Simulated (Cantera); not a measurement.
An adiabatic, constant-volume homogeneous reactor starts with CH3OH : O2 : N2 = 1 : 1.56 : 5.88 (molar parts), equivalence ratio 0.96, at 1200 K and 2700 Torr. Integrator tolerance rtol = 1e-08.

Detailed kinetics in Cantera: GRI-Mech 3.0 (53 species, 325 reactions). GRI-Mech 3.0 was tuned for natural gas; its chemistry of methanol as a main component is partial and can be far from experiment.

**Question.** What does this change do: CH3OH 1 to 0.41 parts?

**Answer.** 
```tsv
quantity	before	after
time of steepest temperature rise	3.18 ms	3.85 ms
temperature at 0.200 s	2884 K	2292 K
equilibrium temperature	2884 K	2292 K
x(CH3OH) at 0.200 s	<1e-12 (gas-phase equilibrium <1e-12)	<1e-12 (gas-phase equilibrium <1e-12)
x(O2) at 0.200 s	0.0200 (gas-phase equilibrium 0.0200)	0.111 (gas-phase equilibrium 0.111)
x(C2H4) at 0.200 s	<1e-12 (gas-phase equilibrium <1e-12)	<1e-12 (gas-phase equilibrium <1e-12)
x(C2H) at 0.200 s	<1e-12 (gas-phase equilibrium <1e-12)	<1e-12 (gas-phase equilibrium <1e-12)
x(NO) at 0.200 s	0.0114 (gas-phase equilibrium 0.0114)	0.0108 (gas-phase equilibrium 0.0108)
```

**Question.** What does this change do: initial temperature 1200 to 1525 K?

**Answer.** 
| quantity | before | after |
|---|---|---|
| time of steepest temperature rise | 3.18 ms | 52.6 µs |
| temperature at 0.200 s | 2884 K | 2985 K |
| equilibrium temperature | 2884 K | 2985 K |
| x(CH3OH) at 0.200 s | <1e-12 (gas-phase equilibrium <1e-12) | <1e-12 (gas-phase equilibrium <1e-12) |
| x(O2) at 0.200 s | 0.0200 (gas-phase equilibrium 0.0200) | 0.0237 (gas-phase equilibrium 0.0237) |
| x(C2H4) at 0.200 s | <1e-12 (gas-phase equilibrium <1e-12) | <1e-12 (gas-phase equilibrium <1e-12) |
| x(C2H) at 0.200 s | <1e-12 (gas-phase equilibrium <1e-12) | <1e-12 (gas-phase equilibrium <1e-12) |
| x(NO) at 0.200 s | 0.0114 (gas-phase equilibrium 0.0114) | 0.0140 (gas-phase equilibrium 0.0140) |
